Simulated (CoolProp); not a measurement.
Vapour pressure (kPa) of propyne: the reference equation beside estimates from Tc = 402.7 K, pc = 5658 kPa, ω = 0.204. Clausius-Clapeyron is anchored at 310 K with a constant enthalpy of vaporisation of 17.97 kJ/mol.

Model: reference Helmholtz-energy equation of state, Polt 1992, in CoolProp. This equation is an older, rougher fit; its heat capacities, sound speeds and derivatives of the liquid may be far off and weren't checked against measurements.

| T (K) | reference | Lee-Kesler | Clausius-Clapeyron | van der Waals | Peng-Robinson |
|---|---|---|---|---|---|
| 310 | 809.6 | 822.5 | 809.6 | 1811 | 816.0 |
| 314.1 | 902.2 | 917.2 | 886.7 | 1927 | 910.2 |
| 318.1 | 1000 | (withheld) | 966.9 | (withheld) | 1010 |
| 322.2 | 1109 | 1128 | 1054 | 2170 | 1120 |
| 326.2 | 1223 | 1244 | 1145 | 2297 | 1236 |
| 330.3 | 1350 | 1371 | 1243 | 2432 | 1364 |
| 334.3 | 1482 | 1505 | 1344 | 2568 | 1498 |
| 338.4 | 1628 | (withheld) | 1453 | 2712 | 1646 |
| 342.4 | 1781 | 1804 | 1566 | 2858 | 1800 |
| 346.5 | 1948 | (withheld) | 1688 | 3012 | 1968 |
| 350.5 | 2122 | 2144 | (withheld) | 3168 | 2144 |
| 354.5 | 2308 | 2329 | 1943 | 3328 | 2331 |
| 358.6 | (withheld) | 2531 | 2083 | (withheld) | (withheld) |

Task: Complete the blanks.

Result: 
- 318.1, Lee-Kesler: 1017
- 318.1, van der Waals: 2045
- 338.4, Lee-Kesler: 1651
- 346.5, Lee-Kesler: 1971
- 350.5, Clausius-Clapeyron: 1812
- 358.6, reference: 2511
- 358.6, van der Waals: 3497
- 358.6, Peng-Robinson: 2535

Absolute difference from the reference over all 13 rows, mean and median: Lee-Kesler 1.4 and 1.6 %, Clausius-Clapeyron 9.0 and 9.3 %, van der Waals 76.4 and 73.3 %, Peng-Robinson 1.0 and 1.0 %.
